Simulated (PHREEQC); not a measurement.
Brine: an equilibrium model

Solution (25 °C): 0.43 mol H2SO4, 0.87 mol KCl and 3.4 mol KBr per kg of water. Closed to the air; pH follows from the charge balance.

Equilibrium calculation in PHREEQC: Pitzer model, pitzer.dat.

Each row changes one thing in this solution. No solid was allowed to form.

```csv
case,pH,ionic strength (mol/kgw),SO4-2 (mol/kgw),SI of Arcanite (K2SO4),SI of Sylvite (KCl)
as made,-0.09,4.83,0.0667,-0.19,-0.76
KBr left out,0.29,1.50,0.102,-1.07,-1.46
KBr from 3.4 to 0.68 mol/kgw,0.20,2.18,0.0982,-0.71,-1.22
```

In brines, pH and single-ion activities rest on the MacInnes convention.
